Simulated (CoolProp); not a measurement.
Vapour-liquid equilibrium of CHF3 (R23) (1) + isobutane (2) at -17.65 °C; x and y are mole fractions of (1).

Computed with CoolProp (multi-fluid Helmholtz-energy mixture model, Penoncello 2003 and Bücker 2006; pair parameters Bell 2016).

```csv
x,bubble pressure (MPa),y at the bubble point,dew pressure at overall composition x (MPa),liquid density (mol/L)
0.05,0.3195,0.742,0.08425,10.53
0.15,0.6976,0.878,0.09442,10.93
0.25,0.9444,0.909,0.1073,11.36
0.35,1.086,0.921,0.1242,11.80
0.45,1.160,0.927,0.1472,12.27
0.55,1.202,0.931,0.1806,12.79
0.65,1.239,0.935,0.2334,13.36
0.75,1.286,0.942,0.3296,14.02
0.85,1.355,0.955,0.5601,14.83
0.95,1.447,0.980,1.333,15.85
```

No azeotrope shows between x = 0.05 and 0.95.

The pair parameters rest on a limited set of measurements; away from them the model extrapolates. With so large a gap from Raoult's law the liquid may split in two, which this calculation doesn't test in full.
